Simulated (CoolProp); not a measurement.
Oxygen along the isobar 256 bar: density (kg/m³) from the reference equation and from simpler models built on Tc = -118.6 °C, pc = 50.46 bar, ω = 0.022; each cubic takes its own stable root.

The numbers come from the reference Helmholtz-energy equation of state, Schmidt 1985 in CoolProp. Above 300 K oxygen's equation is extrapolated.

```
T (°C)           phase  reference
-------  -------------  ---------
-151.75         liquid       1059
-126.55         liquid      943.1
-101.25  supercritical      814.6
-76.05   supercritical      678.4
-50.75   supercritical      553.7
-25.55   supercritical      458.9
-0.25    supercritical      391.3
24.95    supercritical      342.8
50.25    supercritical      306.2
75.45    supercritical      277.8
100.75   supercritical      254.8
125.95   supercritical      235.9
151.25   supercritical      219.9
176.45   supercritical      206.2
```

Q: How far does each simpler model (Soave-Redlich-Kwong, Peng-Robinson) lie from the reference over these 14 states: mean and median of the absolute difference, and the worst?

A: 
- Soave-Redlich-Kwong: mean 2.4 %, median 2.4 %, worst -4.4 % at -50.75 °C and 256 bar
- Peng-Robinson: mean 4.2 %, median 2.6 %, worst +12.5 % at -151.75 °C and 256 bar
